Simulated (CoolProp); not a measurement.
The fluid at 298.15 K and 0.583 MPa (liquid) is heated at constant pressure to 339 K. The same conditions are run with several fluids, on thermodynamics alone (safety and materials aside).

The numbers come from the reference Helmholtz-energy equation of state of each fluid (tetradecamethylhexasiloxane (MD4M): Thol 2019; p-xylene: Zhou 2012; isobutene: Lemmon 2005; cis-2-butene: Lemmon 2005; dodecamethylpentasiloxane (MD3M): Thol 2019) in CoolProp.

```
fluid                               heat (kJ/kg)  final phase  final density (kg/m³)
----------------------------------  ------------  -----------  ---------------------
tetradecamethylhexasiloxane (MD4M)          71.9       liquid                    [?]
p-xylene                                    72.9       liquid                    [?]
isobutene                                    422          gas                   13.1
cis-2-butene                                 [?]          gas                    [?]
dodecamethylpentasiloxane (MD3M)            71.7       liquid                    [?]
```

Problem. What belongs in the gaps?

Solution. 
- tetradecamethylhexasiloxane (MD4M), final density (kg/m³): 848
- p-xylene, final density (kg/m³): 821
- cis-2-butene, heat (kJ/kg): 444
- cis-2-butene, final density (kg/m³): 13.2
- dodecamethylpentasiloxane (MD3M), final density (kg/m³): 831
